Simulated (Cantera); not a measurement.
An adiabatic, constant-volume homogeneous reactor starts with CO : H2 : CH4 : O2 : N2 : CO2 = 1 : 0.28 : 0.13 : 0.643 : 2.42 : 0.19 (molar parts), at 975 K and 101000 Pa.

Cantera simulation using GRI-Mech 3.0 (53 species, 325 reactions); the numbers are that mechanism's predictions, not measurements. Below about 1000 K GRI-Mech 3.0 lacks low-temperature oxidation paths.

**Question.** Predict: time of steepest temperature rise; temperature at 1.00 s; equilibrium temperature; x(CO) at 1.00 s; x(H2) at 1.00 s; x(N2O) at 1.00 s; x(H) at 1.00 s.

**Answer.** 
```json
{
  "time_of_steepest_temperature_rise": "3.58 ms",
  "temperature at 1.00 s": "2756 K",
  "equilibrium_temperature": "2756 K",
  "x(CO) at 1.00 s": "0.135 (gas-phase equilibrium 0.135)",
  "x(H2) at 1.00 s": "0.0122 (gas-phase equilibrium 0.0122)",
  "x(N2O) at 1.00 s": "4.60e-7 (gas-phase equilibrium 4.60e-7)",
  "x(H) at 1.00 s": "0.00474 (gas-phase equilibrium 0.00474)"
}
```
